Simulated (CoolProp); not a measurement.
Saturation properties of R365MFC.

Model: reference Helmholtz-energy equation of state, Lemmon 2016, in CoolProp.

| T (K) | p (MPa) | liquid density (kg/m³) | vapour density (kg/m³) | surface tension (mN/m) |
|---|---|---|---|---|
| 332 | 0.1896 | 1181 | 10.95 | 11.4 |
| 334.9 | 0.2075 | 1174 | 11.94 | 11.0 |
| 337.8 | 0.2266 | 1168 | 13.00 | 10.7 |
| 340.7 | 0.2471 | 1161 | 14.13 | 10.4 |
| 343.6 | 0.2690 | 1153 | 15.34 | 10.1 |
| 346.5 | 0.2924 | 1146 | 16.63 | 9.82 |
| 349.4 | 0.3173 | 1139 | 18.01 | 9.52 |
| 352.3 | 0.3437 | 1132 | 19.48 | 9.22 |
| 355.2 | 0.3719 | 1124 | 21.04 | 8.92 |
| 358.1 | 0.4017 | 1117 | 22.70 | 8.62 |
| 361 | 0.4334 | 1109 | 24.48 | 8.32 |
| 363.9 | 0.4669 | 1101 | 26.36 | 8.03 |

It boils at 313.3 K under 1 atm.

Surface tension comes from a separate correlation (Mulero 2012).
